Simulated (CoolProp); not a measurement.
Propylene at 293.15 K and 0.613 MPa is compressed adiabatically to 1 MPa with isentropic efficiency 0.9. Each further row changes one setting.

Computed with CoolProp (reference Helmholtz-energy equation of state, Lemmon 2013).

```csv
case,work (kJ/kg),final temperature (K),final density (kg/m³)
as stated,(withheld),(withheld),(withheld)
efficiency 1,26.0,(withheld),18.5
efficiency 0.65,(withheld),322.7,17.9
```

**Question.** Complete the blanks.

**Answer.** 
- as stated, work (kJ/kg): 28.9
- as stated, final temperature (K): 316.6
- as stated, final density (kg/m³): 18.4
- efficiency 1, final temperature (K): 315.0
- efficiency 0.65, work (kJ/kg): 40.0
